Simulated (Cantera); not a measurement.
Input: 1 mol CH₃SiH₃, 0.049 mol C₂H₄, 71 mol H₂, equilibrated at 1123 K.

Cantera equilibrium calculation (NASA polynomials, part measured and part estimated; ideal gas, pure solids and liquids). Candidate condensed phases: C, C₆H₆, C₇H₈, C₈H₁₈, Si, SiC; 87 gas species. The feed counts by its element totals alone. Rates play no part.

Problem. Which condensed phases are stable at each of these points (P (Pa)): 100, 220, 460, 1000, 2200, 4600, 10000, 22000, 46000, 100000?

Solution. 
```json
[
 {"P (Pa)": "100", "condensed phases": "C(graphite) + SiC(s)", "Si condensed (%)": "100.0"},
 {"P (Pa)": "220", "condensed phases": "C(graphite) + SiC(s)", "Si condensed (%)": "100.0"},
 {"P (Pa)": "460", "condensed phases": "C(graphite) + SiC(s)", "Si condensed (%)": "100.0"},
 {"P (Pa)": "1000", "condensed phases": "C(graphite) + SiC(s)", "Si condensed (%)": "100.0"},
 {"P (Pa)": "2200", "condensed phases": "C(graphite) + SiC(s)", "Si condensed (%)": "100.0"},
 {"P (Pa)": "4600", "condensed phases": "SiC(s)", "Si condensed (%)": "100.0"},
 {"P (Pa)": "10000", "condensed phases": "SiC(s)", "Si condensed (%)": "100.0"},
 {"P (Pa)": "22000", "condensed phases": "SiC(s)", "Si condensed (%)": "100.0"},
 {"P (Pa)": "46000", "condensed phases": "SiC(s)", "Si condensed (%)": "100.0"},
 {"P (Pa)": "100000", "condensed phases": "SiC(s)", "Si condensed (%)": "100.0"}
]
```

From 1.00 mbar to 22.0 mbar the condensed part is C(graphite) + SiC(s). From 46.0 mbar to 1.00 bar the condensed part is SiC(s).
